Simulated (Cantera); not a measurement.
A closed system holds: 1 mol SiH4, 0.017 mol HCl, 180 mol N2, equilibrated at 625 °C and 1.00 Torr.

These are equilibrium values from Cantera (NASA tables, ideal gas, pure condensed phases), not measurements of a reactor. Candidate condensed phases: NH4Cl, Si, Si3N4; 28 gas species. N2 is the only nitrogen source here; it is nearly inert below about 1500 K, so the nitride shown seldom forms there in practice. The numbers say what is thermodynamically allowed, not how fast it happens.

Problem. What is the equilibrium state?

Solution. 
| Item | Value |
|---|---|
| x(N2) | 0.989 |
| x(H2) | 0.0110 |
| x(HCl) | 9.37e-5 |
| n(Si3N4(s)) | 0.333 mol |
| gas amount | 181.3 mol |
| log10 activity of Si(s) (absent) | -6.75 |
